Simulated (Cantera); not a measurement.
A closed system holds: 1 mol Al2O3, 1.1 mol Cl2, 0.35 mol O2, at 700 K and 16.0 mbar.

Equilibrium computed with Cantera from the NASA thermochemical tables; the gas is ideal and each condensed phase is pure. Candidate condensed phases: Al, AlCl3, Al2O3; 17 gas species. Condensed phases not in the tables: AlOCl. Equilibrium is a limit: real reactors are often held back by kinetics, nucleation or transport.

Base state: Cl2 0.759, O2 0.241 (mole fractions); condensed: Al2O3(s).

### Question
What changes in the equilibrium state with this change: 0.14 mol H2O added?

### Answer
| species | before | after |
|---|---|---|
| Cl2 | 0.759 | 0.597 |
| O2 | 0.241 | 0.248 |
| HCl | 0 | 0.141 |
| H2O | 0 | 0.0146 |
| Al2O3(s), mol | 1.00 | 1.00 |
Further candidate phases: H2O.

### Question
What changes in the equilibrium state with this change: Al2O3 replaced by MgO?

### Answer
```json
[
 {"species": "Cl2", "before": "0.759", "after": "0.759"},
 {"species": "O2", "before": "0.241", "after": "0.241"},
 {"species": "Al2O3(s), mol", "before": "1.00", "after": "0"},
 {"species": "MgO(s), mol", "before": "0", "after": "1.00"}
]
```
Further candidate phases: Mg, MgCl2, MgO.

### Question
What changes in the equilibrium state with this change: 0.07 mol HCl added?

### Answer
| species | before | after |
|---|---|---|
| Cl2 | 0.759 | 0.725 |
| O2 | 0.241 | 0.230 |
| HCl | 0 | 0.0438 |
| H2O | 0 | 0.00112 |
| Al2O3(s), mol | 1.00 | 1.00 |
Further candidate phases: H2O.
